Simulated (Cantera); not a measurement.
Input: 1 mol C₂H₅OH, 0.29 mol CO₂, at 1.20 bar.

Cantera equilibrium calculation (NASA polynomials, part measured and part estimated; ideal gas, pure solids and liquids). Candidate condensed phases: C, C₆H₆, C₇H₈, C₈H₁₈, H₂O; 131 gas species. Ions and electrons are included (thermal ionisation). The numbers say what is thermodynamically allowed, not how fast it happens.

**Question.** At 1977 °C, list the 5 most abundant gas species with their mole fractions, and the condensed phases.

**Answer.** H₂ 0.648, CO 0.344, H 0.00546, C₂H₂ (acetylene) 0.00217, CH₄ 0.000119. Condensed: C(graphite).
